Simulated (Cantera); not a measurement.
A closed system holds: 1 mol PbO, 1.5 mol C, 14 mol H2, 2.2 mol CH4, held at 850 °C and 56.3 Torr.

Cantera equilibrium calculation (NASA polynomials, part measured and part estimated; ideal gas, pure solids and liquids). Candidate condensed phases: C, C6H6, C7H8, C8H18, H2O, Pb, PbO, PbO2, Pb3O4; 113 gas species. Rates play no part.

Base state: H2 0.944, CO 0.0513, Pb 0.00244, CH4 0.00196, H2O 0.000240, CO2 1.19e-5 (mole fractions); condensed: C(graphite) + Pb(l).

**Question.** What changes in the equilibrium state with this change: PbO replaced by Fe2O3?

**Answer.** 
```
species             before     after
----------------  --------  --------
H2                   0.944     0.858
CO                  0.0513     0.140
CH4                0.00196   0.00162
Pb                 0.00244         0
CO2                1.19e-5   8.84e-5
H2O               0.000240  0.000593
C(graphite), mol      2.67     0.680
Pb(l), mol           0.953         0
Fe(α), mol               0      2.00
```
Condensed phases not in the tables: cementite and carbon dissolved in iron. Further candidate phases: Fe, Fe(CO)5, FeO, Fe(OH)2, Fe(OH)3, Fe2O3, Fe3O4.
